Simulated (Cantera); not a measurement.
A closed system holds: 1 mol Si₂Cl₆, 0.19 mol NH₃, 3.4 mol N₂, equilibrated at 1000 K and 0.100 bar.

Cantera equilibrium calculation (NASA polynomials, part measured and part estimated; ideal gas, pure solids and liquids). Candidate condensed phases: NH₄Cl, Si, Si₃N₄; 28 gas species. The feed counts by its element totals alone. The tables' values for SiCl₃ are old estimates; treat these amounts as uncertain. The numbers say what is thermodynamically allowed, not how fast it happens.

Q: What is the equilibrium state?

A: 
* **x(N₂)**: 0.618
* **x(SiCl₄)**: 0.276
* **x(HCl)**: 0.0981
* **x(H₂)**: 0.00803
* **x(SiHCl₃)**: 0.000159
* **x(SiCl₃)**: 9.78e-5
* **n(Si₃N₄(s))**: 0.207 mol
* **gas amount**: 4.988 mol
* **log10 activity of Si(s) (absent)**: -6.38
